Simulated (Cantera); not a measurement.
Charge: 1 mol Si, 5.2 mol HCl, 14 mol H2, 0.91 mol Cl2, held at 350 °C and 20.0 bar.

Method: chemical equilibrium by Gibbs-energy minimisation in Cantera with the NASA 1993 tables (ideal gas, pure condensed phases). Candidate condensed phases: Si; 19 gas species. Equilibrium is a limit: real reactors are often held back by kinetics, nucleation or transport.

Base state: H2 0.790, HCl 0.158, SiCl4 0.0523, SiHCl3 1.21e-5 (mole fractions); condensed: gas only.

### Question
What changes in the equilibrium state with this change: temperature from 350 °C to 1325 °C?

### Answer
| species | before | after |
|---|---|---|
| H2 | 0.790 | 0.757 |
| HCl | 0.158 | 0.191 |
| SiCl4 | 0.0523 | 0.0242 |
| SiHCl3 | 1.21e-5 | 0.0138 |
| SiCl3 | <1e-9 | 0.00722 |
| SiCl2 | <1e-9 | 0.00533 |
| SiH2Cl2 | <1e-9 | 0.00131 |
The tables' values for SiCl3 are old estimates; treat these amounts as uncertain.
